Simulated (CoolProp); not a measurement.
Vapour-liquid equilibrium of dimethyl ether (1) + n-pentane (2) at 0.114 MPa; x and y are mole fractions of (1).

The numbers come from the multi-fluid Helmholtz-energy mixture model, Wu 2011 and Thol 2019; pair parameters Bell 2016 in CoolProp.

| x | bubble temperature, mixture model (°C) | bubble temperature, Raoult's law (°C) | y, mixture model | y, Raoult's law |
|---|---|---|---|---|
| 0.05 | 33.5 | 30.6 | ? | 0.303 |
| 0.2 | 12.7 | 12.4 | 0.707 | 0.707 |
| 0.35 | -3.0 | 1.2 | 0.885 | 0.853 |
| 0.5 | ? | -6.6 | 0.942 | 0.921 |
| 0.65 | -16.1 | -12.5 | 0.963 | 0.959 |
| 0.8 | ? | -17.1 | 0.976 | 0.981 |
| 0.95 | ? | -20.9 | ? | 0.996 |

Complete the blanks.


- 0.05, y, mixture model: 0.222
- 0.5, bubble temperature, mixture model (°C): -11.7
- 0.8, bubble temperature, mixture model (°C): -18.7
- 0.95, bubble temperature, mixture model (°C): -21.1
- 0.95, y, mixture model: 0.992

The largest gap from Raoult's law is -5.1 K in bubble temperature, at x = 0.5. No azeotrope shows between x = 0.05 and 0.95.

Pair parameters are fitted to limited data, so mixtures are less certain than the pure fluids. The gap from Raoult's law changes sign with composition, which may be real or a fault of the pair parameters; it wasn't checked against measurements.
